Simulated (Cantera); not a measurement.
Charge: 1 mol CaO, 2 mol HBr, 1.5 mol O₂, at 0.0133 bar.

These are equilibrium values from Cantera (NASA tables, ideal gas, pure condensed phases), not measurements of a reactor. Candidate condensed phases: Br₂, Ca, CaBr₂, CaO, Ca(OH)₂, H₂O; 19 gas species. Mutual solubility and eutectic melting of coexisting phases are not modelled. Equilibrium is a limit: real reactors are often held back by kinetics, nucleation or transport.

### Question
Which condensed phases are stable at each of these points (T (K)): 698, 798, 898, 998, 1098, 1198, 1298, 1398, 1498?

### Answer
| T (K) | condensed phases | Ca condensed (%) |
|---|---|---|
| 698 | CaBr₂(s) + CaO(s) | 100.0 |
| 798 | CaBr₂(s) + CaO(s) | 100.0 |
| 898 | CaBr₂(s) + CaO(s) | 100.0 |
| 998 | CaBr₂(s) + CaO(s) | 100.0 |
| 1098 | CaBr₂(l) + CaO(s) | 99.9 |
| 1198 | CaO(s) | 98.6 |
| 1298 | CaO(s) | 95.6 |
| 1398 | CaO(s) | 91.6 |
| 1498 | CaO(s) | 88.7 |

From 698 K to 998 K the condensed part is CaBr₂(s) + CaO(s). At 1098 K the condensed part is CaBr₂(l) + CaO(s). From 1198 K to 1498 K the condensed part is CaO(s).
